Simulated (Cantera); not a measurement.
An adiabatic, constant-pressure homogeneous reactor starts with CH4 : O2 : N2 = 1 : 2.04 : 5.31 (molar parts), equivalence ratio 0.98, at 1023 K and 0.410 bar. Integrator tolerance rtol = 1e-08.

Cantera simulation using GRI-Mech 3.0 (53 species, 325 reactions); the numbers are that mechanism's predictions, not measurements.

Q: What does this change do: initial temperature 1023 to 1400 K?

A: 
```json
[
 {"quantity": "temperature at 1.00 s", "before": "1032 K", "after": "2736 K"},
 {"quantity": "equilibrium temperature", "before": "2632 K", "after": "2736 K"},
 {"quantity": "x(CH4) at 1.00 s", "before": "0.118 (gas-phase equilibrium <1e-12)", "after": "<1e-12 (gas-phase equilibrium <1e-12)"},
 {"quantity": "x(O2) at 1.00 s", "before": "0.243 (gas-phase equilibrium 0.0268)", "after": "0.0313 (gas-phase equilibrium 0.0313)"},
 {"quantity": "x(C2H4) at 1.00 s", "before": "1.88e-5 (gas-phase equilibrium <1e-12)", "after": "<1e-12 (gas-phase equilibrium <1e-12)"},
 {"quantity": "x(O) at 1.00 s", "before": "2.01e-9 (gas-phase equilibrium 0.00691)", "after": "0.0117 (gas-phase equilibrium 0.0117)"},
 {"quantity": "x(C2H6) at 1.00 s", "before": "0.000254 (gas-phase equilibrium <1e-12)", "after": "<1e-12 (gas-phase equilibrium <1e-12)"},
 {"quantity": "x(CH2) at 1.00 s", "before": "<1e-12 (gas-phase equilibrium <1e-12)", "after": "<1e-12 (gas-phase equilibrium <1e-12)"},
 {"quantity": "x(H2O2) at 1.00 s", "before": "3.12e-6 (gas-phase equilibrium 1.85e-7)", "after": "2.21e-7 (gas-phase equilibrium 2.21e-7)"},
 {"quantity": "time of steepest temperature rise", "before": "not reached", "after": "4.98 ms"}
]
```

Q: What does this change do: initial temperature 1023 to 1548 K?

A: 
```
quantity                                                            before                                    after
---------------------------------  ---------------------------------------  ---------------------------------------
temperature at 1.00 s                                               1032 K                                   2774 K
equilibrium temperature                                             2632 K                                   2774 K
x(CH4) at 1.00 s                      0.118 (gas-phase equilibrium <1e-12)    <1e-12 (gas-phase equilibrium <1e-12)
x(O2) at 1.00 s                       0.243 (gas-phase equilibrium 0.0268)    0.0328 (gas-phase equilibrium 0.0328)
x(C2H4) at 1.00 s                   1.88e-5 (gas-phase equilibrium <1e-12)    <1e-12 (gas-phase equilibrium <1e-12)
x(O) at 1.00 s                     2.01e-9 (gas-phase equilibrium 0.00691)    0.0139 (gas-phase equilibrium 0.0139)
x(C2H6) at 1.00 s                  0.000254 (gas-phase equilibrium <1e-12)    <1e-12 (gas-phase equilibrium <1e-12)
x(CH2) at 1.00 s                     <1e-12 (gas-phase equilibrium <1e-12)    <1e-12 (gas-phase equilibrium <1e-12)
x(H2O2) at 1.00 s                  3.12e-6 (gas-phase equilibrium 1.85e-7)  2.33e-7 (gas-phase equilibrium 2.33e-7)
time of steepest temperature rise                              not reached                                  1.17 ms
```
